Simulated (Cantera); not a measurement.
Titanium nitride, carbide and oxide coatings: Ti(OiPr)4 + C3H8 + H2

Charge: 1 mol Ti(OiPr)4, 0.53 mol C3H8, 61 mol H2, held at 0.133 bar.

Equilibrium computed with Cantera from the NASA thermochemical tables; the gas is ideal and each condensed phase is pure. Candidate condensed phases: C, C6H6, C7H8, C8H18, H2O, Ti, TiC, TiO, TiO2, Ti2O3, Ti3O5, Ti4O7; 113 gas species. The feed counts by its element totals alone. TiC: taken at fixed stoichiometry. Condensed phases not in the tables: Magnéli phases beyond Ti4O7. Kinetics and transport are ignored.

At 1123 K the condensed part is C(graphite) + Ti4O7(s). At 1223 K the condensed part is C(graphite) + Ti3O5(s). From 1323 K to 2023 K the condensed part is C(graphite) + TiC(s).

| T (K) | x H2 | x CO | x H | x CH4 | n C(graphite) | n Ti4O7(s) | n Ti3O5(s) | n TiC(s) |
|---|---|---|---|---|---|---|---|---|
| 1123 | 0.968 | 0.0282 | 1.15e-7 | 0.00367 | 11.1 | 0.250 | 0 | 0 |
| 1223 | 0.969 | 0.0293 | 8.11e-7 | 0.00167 | 11.1 | 0 | 0.333 | 0 |
| 1323 | 0.950 | 0.0493 | 4.23e-6 | 0.000818 | 8.53 | 0 | 0 | 1.00 |
| 1423 | 0.950 | 0.0493 | 1.77e-5 | 0.000458 | 8.55 | 0 | 0 | 1.00 |
| 1523 | 0.950 | 0.0493 | 6.17e-5 | 0.000277 | 8.57 | 0 | 0 | 1.00 |
| 1623 | 0.950 | 0.0493 | 0.000185 | 0.000179 | 8.57 | 0 | 0 | 1.00 |
| 1723 | 0.950 | 0.0493 | 0.000487 | 0.000121 | 8.57 | 0 | 0 | 1.00 |
| 1823 | 0.949 | 0.0493 | 0.00116 | 8.57e-5 | 8.55 | 0 | 0 | 1.00 |
| 1923 | 0.948 | 0.0493 | 0.00251 | 6.29e-5 | 8.52 | 0 | 0 | 1.00 |
| 2023 | 0.945 | 0.0492 | 0.00506 | 4.76e-5 | 8.45 | 0 | 0 | 1.000 |
x: gas mole fraction; n: condensed amount in mol.
